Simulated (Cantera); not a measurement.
Input: 1 mol Si, 0.71 mol F₂, 3.6 mol H₂, equilibrated at 650 K and 0.0133 bar.

Cantera equilibrium calculation (NASA polynomials, part measured and part estimated; ideal gas, pure solids and liquids). Candidate condensed phases: Si; 25 gas species. The numbers say what is thermodynamically allowed, not how fast it happens.

Base state: H₂ 0.909, SiF₄ 0.0873, SiHF₃ 0.00329, SiH₂F₂ 8.42e-5 (mole fractions); condensed: Si(s).

Question: What changes in the equilibrium state with this change: pressure from 0.0133 bar to 0.000240 bar?

Answer: 
```json
[
 {"species": "H₂", "before": "0.909", "after": "0.910"},
 {"species": "SiF₄", "before": "0.0873", "after": "0.0889"},
 {"species": "SiHF₃", "before": "0.00329", "after": "0.00122"},
 {"species": "SiH₂F₂", "before": "8.42e-5", "after": "1.14e-5"},
 {"species": "Si(s), mol", "before": "0.642", "after": "0.644"}
]
```
